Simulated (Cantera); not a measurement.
An isothermal, constant-pressure homogeneous reactor starts with CH₄ : H₂O : H₂ = 1 : 1.1 : 0.17 (molar parts), at 1373 K and 0.132 atm. Integrator tolerance rtol = 1e-08.

Detailed kinetics in Cantera: GRI-Mech 3.0 (53 species, 325 reactions).

**Question.** What does this change do: CH4 1 to 0.17 parts?

**Answer.** 
| quantity | before | after |
|---|---|---|
| x(CH₄) at 20.0 s | 0.247 (gas-phase equilibrium 1.92e-6) | 0.0783 (gas-phase equilibrium 3.69e-9) |
| x(H₂O) at 20.0 s | 0.415 (gas-phase equilibrium 0.0204) | 0.731 (gas-phase equilibrium 0.488) |
| x(H₂) at 20.0 s | 0.269 (gas-phase equilibrium 0.745) | 0.172 (gas-phase equilibrium 0.417) |
| x(CH₂O) at 20.0 s | 2.14e-7 (gas-phase equilibrium 1.05e-8) | 3.73e-7 (gas-phase equilibrium 1.54e-9) |
| x(C₂H₂) at 20.0 s | 0.0616 (gas-phase equilibrium 3.50e-11) | 0.0155 (gas-phase equilibrium <1e-12) |

**Question.** What does this change do: CH4 1 to 5 parts?

**Answer.** 
| quantity | before | after |
|---|---|---|
| x(CH₄) at 20.0 s | 0.247 (gas-phase equilibrium 1.92e-6) | 0.429 (gas-phase equilibrium 0.0957) |
| x(H₂O) at 20.0 s | 0.415 (gas-phase equilibrium 0.0204) | 0.138 (gas-phase equilibrium 1.32e-7) |
| x(H₂) at 20.0 s | 0.269 (gas-phase equilibrium 0.745) | 0.328 (gas-phase equilibrium 0.679) |
| x(CH₂O) at 20.0 s | 2.14e-7 (gas-phase equilibrium 1.05e-8) | 5.63e-8 (gas-phase equilibrium 4.07e-9) |
| x(C₂H₂) at 20.0 s | 0.0616 (gas-phase equilibrium 3.50e-11) | 0.0965 (gas-phase equilibrium 0.115) |
GRI-Mech 3.0 stops at C3 and has no aromatics, soot or wall deposition, so with more carbon than oxygen in the feed, carbon stays in small species such as C2H2 where larger ones or solid carbon would form.
